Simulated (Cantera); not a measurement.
Input (Python, Cantera) and output of one run.

```python
import numpy as np
import cantera as ct

gas_names = """
    H OH
""".split()
cond_names = """
    Cr2O3(s) Cr2O3(L) Cr(cr) Cr(L)
""".split()


# ... load() reads the species with a 1 bar reference pressure and builds the phases ...
species = {s.name: s for s in load("nasa_gas.yaml", gas_names) + load("nasa_condensed.yaml", cond_names)}
# Each term lists the table entries of one substance; the one whose range holds T is used.
reactions = {
    'Cr2O3 + 3 H(g) = 2 Cr + 3 OH(g)':
        [(-1, ['Cr2O3(s)', 'Cr2O3(L)']), (-3, ['H']), (2, ['Cr(cr)', 'Cr(L)']), (3, ['OH'])],
}


def pick(names, T):
    return next(species[n] for n in names if species[n].thermo.min_temp <= T <= species[n].thermo.max_temp)


results = []
for label, terms in reactions.items():
    print(label)
    print("     T/K   dH/kJ  dS/(J/K)   dG/kJ   log10 K")
    for T in [648, 798, 948, 1098, 1248, 1398, 1548, 1698, 1848]:
        used = [(nu, pick(names, T)) for nu, names in terms]
        dH = sum(nu * s.thermo.h(T) for nu, s in used) / 1e6
        dS = sum(nu * s.thermo.s(T) for nu, s in used) / 1e3
        dG = dH - T * dS / 1e3
        logK = -dG * 1e6 / (ct.gas_constant * T * np.log(10))
        results.append((label, T, dH, dS, dG, logK, [s.name for _, s in used]))
        print(f"{T:8g} {dH:8.1f} {dS:8.1f} {dG:8.1f} {logK:8.2f}")
```

Output:

```
Cr2O3 + 3 H(g) = 2 Cr + 3 OH(g)
     T/K   dH/kJ  dS/(J/K)   dG/kJ   log10 K
     648    585.7    144.3    492.2   -39.67
     798    579.9    136.3    471.1   -30.84
     948    574.4    129.9    451.2   -24.86
    1098    569.5    125.1    432.1   -20.56
    1248    565.4    121.6    413.6   -17.31
    1398    562.2    119.2    395.5   -14.78
    1548    560.0    117.7    377.8   -12.75
    1698    558.8    117.0    360.2   -11.08
    1848    558.6    116.8    342.7    -9.69
```

Cantera with NASA thermochemical tables; ideal gases at 1 bar, condensed phases pure. Condensed species are held in their standard states even where they would react or evaporate.
